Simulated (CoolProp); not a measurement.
Properties of carbon monoxide along the isotherm 222 K.

The numbers come from the reference Helmholtz-energy equation of state, Lemmon 2006 in CoolProp. It is a short technical equation, of lower accuracy than the large ones.

```tsv
p (MPa)	phase	density (kg/m³)	isothermal compressibility (1/MPa)
1.17	gas	18.12	0.8716
2.33	gas	36.77	0.4452
3.5	supercritical	56.25	0.3006
4.66	supercritical	76.14	0.2281
5.83	supercritical	96.69	0.1835
7	supercritical	[?]	0.1530
8.16	supercritical	[?]	0.1306
9.33	supercritical	159.7	0.1129
10.5	supercritical	180.7	0.09852
11.7	supercritical	201.8	0.08622
12.8	supercritical	220.7	[?]
14	supercritical	240.6	0.06752
15.2	supercritical	259.6	[?]
16.3	supercritical	276.3	0.05348
17.5	supercritical	[?]	[?]
```

Q: Complete the blanks.

A: 
- 7, density (kg/m³): 117.6
- 8.16, density (kg/m³): 138.5
- 12.8, isothermal compressibility (1/MPa): 0.07659
- 15.2, isothermal compressibility (1/MPa): 0.05970
- 17.5, density (kg/m³): 293.5
- 17.5, isothermal compressibility (1/MPa): 0.04758
